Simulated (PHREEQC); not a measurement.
0.019 g of hydrous ferric oxide (600 m²/g; 0.2 weak and 0.005 strong sites per Fe, Dzombak-Morel constants, diffuse double layer) in 1 kg of water with 0.001 mol/kgw of an inert sodium salt and 1.8e-05 mol/kgw SrCl2, 4.3e-06 mol/kgw MnCl2 and 2.1e-05 mol/kgw PbCl2, at 25 °C; the pH is set by adding NaOH or the inert anion's acid. The system is closed to oxygen. No CO2 enters from the air. Nothing may precipitate in this run.

The series has 13 steps of pH, from 4 to 10.

All values are PHREEQC results (ion-association model, wateq4f.dat), not measurements.

### Question
Near which pH is half of the Pb sorbed, and on which side is more sorbed?

### Answer
Near pH 6.5, with more sorbed at higher pH.

Along this series the solution becomes supersaturated in solids that the run did not let form, among them Pb(OH)2. Species that the database lacks are ignored.
